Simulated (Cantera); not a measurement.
**Catalytic combustion on Pt**

An isothermal plug-flow reactor at 975 K and 1.58 atm (inlet), inlet velocity 1.9 m/s, active area per volume 610 1/m; feed H₂ : O₂ : N₂ : H₂O = 0.0047 : 0.012 : 0.79 : 0.0076 (molar parts), equivalence ratio 0.20.

Detailed kinetics in Cantera: Deutschmann's 1995 Pt surface mechanism with GRI-Mech 3.0 gas chemistry. Catalytic surfaces can have several steady states; this one follows from the mechanism file's or the stated starting coverage. Mass transfer to the wall is taken as infinitely fast.

```csv
z (m),x H₂,x O₂,x H₂O,θ free Pt,θ O*,θ OH*
0.00017,0.00196,0.0129,0.0132,0.373,0.624,0.00360
0.0003,0.00115,0.0125,0.0140,0.311,0.685,0.00348
0.00053,0.000513,0.0121,0.0146,0.277,0.720,0.00340
0.00095,0.000132,0.0120,0.0150,0.261,0.736,0.00335
0.0017,1.26e-5,0.0119,0.0151,0.256,0.740,0.00334
0.003,2.24e-7,0.0119,0.0151,0.256,0.741,0.00334
0.0053,2.95e-10,0.0119,0.0151,0.256,0.741,0.00334
0.0095,1.16e-10,0.0119,0.0151,0.256,0.741,0.00334
0.017,1.16e-10,0.0119,0.0151,0.256,0.741,0.00334
```
x: gas mole fraction; θ: surface coverage.
